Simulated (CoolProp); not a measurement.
Vapour-liquid equilibrium of propane (1) + isohexane (2) at 279.1 K; x and y are mole fractions of (1).

The numbers come from the multi-fluid Helmholtz-energy mixture model, Lemmon 2009 and Lemmon 2006; pair parameters Bell 2016 in CoolProp.

| x | bubble pressure, mixture model (MPa) | bubble pressure, Raoult's law (MPa) | y, mixture model | y, Raoult's law |
|---|---|---|---|---|
| 0.05 | 0.03958 | 0.03977 | 0.706 | 0.712 |
| 0.125 | 0.08069 | 0.08137 | 0.864 | 0.871 |
| 0.2 | 0.1216 | 0.1230 | 0.915 | 0.922 |
| 0.275 | 0.1622 | 0.1646 | 0.941 | 0.947 |
| 0.35 | 0.2027 | 0.2062 | 0.956 | 0.962 |
| 0.425 | 0.2431 | 0.2478 | 0.967 | 0.972 |
| 0.5 | 0.2834 | 0.2893 | 0.974 | 0.979 |
| 0.575 | 0.3238 | 0.3309 | 0.980 | 0.985 |
| 0.65 | 0.3644 | 0.3725 | 0.985 | 0.989 |
| 0.725 | 0.4056 | 0.4141 | 0.989 | 0.992 |
| 0.8 | 0.4475 | 0.4557 | 0.992 | 0.995 |
| 0.875 | 0.4906 | 0.4973 | 0.995 | 0.997 |
| 0.95 | 0.5354 | 0.5389 | 0.998 | 0.999 |

The largest gap from Raoult's law is -2.2 % in bubble pressure, at x = 0.65. No azeotrope shows between x = 0.05 and 0.95.

Pair parameters are fitted to limited data, so mixtures are less certain than the pure fluids.
